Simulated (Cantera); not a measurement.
Feed: 1 mol AlCl₃, 0.51 mol HCl, 75 mol N₂, equilibrated at 798 K and 1.33 mbar.

Equilibrium computed with Cantera from the NASA thermochemical tables; the gas is ideal and each condensed phase is pure. Candidate condensed phases: Al, AlCl₃, AlN, NH₄Cl; 20 gas species. Equilibrium is a limit: real reactors are often held back by kinetics, nucleation or transport.

Base state: N₂ 0.980, AlCl₃ 0.0131, HCl 0.00667 (mole fractions); condensed: gas only.

**Question.** What changes in the equilibrium state with this change: temperature from 798 K to 1948 K?

**Answer.** 
```csv
species,before,after
N₂,0.980,0.958
Cl,7.42e-9,0.0225
AlCl,<1e-9,0.0101
AlCl₃,0.0131,0.000750
AlCl₂,<1e-9,0.00187
H,<1e-9,0.000199
H₂,4.63e-9,4.15e-5
```
The tables' values for AlCl₂ are old estimates; treat these amounts as uncertain.

**Question.** What changes in the equilibrium state with this change: temperature from 798 K to 1823.15 K?

**Answer.** 
| species | before | after |
|---|---|---|
| N₂ | 0.980 | 0.966 |
| Cl | 7.42e-9 | 0.0142 |
| HCl | 0.00667 | 0.00649 |
| AlCl₃ | 0.0131 | 0.00439 |
| AlCl | <1e-9 | 0.00559 |
| AlCl₂ | <1e-9 | 0.00291 |
| H | <1e-9 | 4.93e-5 |
| H₂ | 4.63e-9 | 1.72e-5 |
The tables' values for AlCl₂ are old estimates; treat these amounts as uncertain.
